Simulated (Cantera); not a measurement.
A Cantera script and what it prints.

```python
import numpy as np
import cantera as ct

gas_names = """
    CL CL2 H HCL H2 N NH NH2 NH3 N2 N2H2 N2H4 Si SiCL SiCL2 SiCL3 SiCL4 SiH SiHCL3 SiH2 SiH2CL2 SiH3
    SiH3CL SiH4 SiN Si2 Si2N Si3
""".split()
cond_names = """
    NH4CL(a) NH4CL(b) Si(cr) Si(L) Si3N4(a)
""".split()


# ... load() reads the species with a 1 bar reference pressure and builds the phases ...
atoms = {
    'SiH2Cl2': {'Si': 1, 'H': 2, 'CL': 2},
    'N2': {'N': 2},
}
top_T = {'Si3N4(a)': 2400}  # K; cautious upper limits of use, not melting points


# ... equilibrate(T, P, feed) seeds the gas with the atoms and calls Mixture.equilibrate('TP', solver="vcs", rtol=1e-11, max_steps=5000) ...
results = []
T = 1423  # K
P = 120  # Pa
for m in [6.8, 10, 13, 16, 20, 23, 26, 29, 32, 36, 39, 42, 45]:
    feed = {'SiH2Cl2': 1, 'N2': m}  # mol
    mix = equilibrate(T, P, feed)
    results.append((T, P, feed, dict(zip(mix.species_names, mix.species_moles))))

top = {s: max(r[3][s] / sum(r[3][g] for g in gas_names) for r in results) for s in gas_names}
cols = sorted((s for s in top if top[s] > 0.0001), key=lambda s: -top[s])[:8]
seen = [c for c in cond_names if any(r[3].get(c, 0) > 1e-12 for r in results)]
print("log10 of partial pressures in bar; condensed amounts in mol")
print(f"{'n(N2)':>10s}" + "".join(f"{s[:9]:>10s}" for s in cols + seen))
for T, P, feed, n in results:
    ng = sum(n[g] for g in gas_names)
    print(f"{feed['N2']:10.4g}" + "".join(f"{np.log10(max(n[s] / ng * P / 1e5, 1e-99)):10.3f}" for s in cols)
          + "".join(f"{n.get(c, 0):10.4g}" for c in seen))
```

Output:

```
log10 of partial pressures in bar; condensed amounts in mol
     n(N2)        N2       HCL        H2     SiCL2     SiCL3     SiCL4  Si3N4(a)
       6.8    -3.037    -3.805    -4.190    -4.261    -5.347    -5.836    0.1916
        10    -3.002    -3.937    -4.340    -4.400    -5.544    -6.091    0.1934
        13    -2.984    -4.033    -4.445    -4.499    -5.686    -6.276    0.1943
        16    -2.973    -4.112    -4.530    -4.579    -5.802    -6.428    0.1948
        20    -2.963    -4.198    -4.622    -4.666    -5.930    -6.596    0.1953
        23    -2.957    -4.253    -4.680    -4.722    -6.011    -6.703    0.1955
        26    -2.953    -4.302    -4.732    -4.771    -6.083    -6.798    0.1957
        29    -2.950    -4.346    -4.778    -4.815    -6.148    -6.884    0.1959
        32    -2.947    -4.386    -4.820    -4.855    -6.207    -6.962     0.196
        36    -2.944    -4.434    -4.870    -4.903    -6.278    -7.056    0.1961
        39    -2.943    -4.467    -4.904    -4.935    -6.327    -7.121    0.1962
        42    -2.941    -4.497    -4.935    -4.966    -6.372    -7.181    0.1963
        45    -2.940    -4.526    -4.965    -4.994    -6.414    -7.237    0.1964
```

These are equilibrium values from Cantera (NASA tables, ideal gas, pure condensed phases), not measurements of a reactor. N2 is the only nitrogen source here; it is nearly inert below about 1500 K, so the nitride shown seldom forms there in practice. The tables' values for SiCl3 are old estimates; treat these amounts as uncertain.
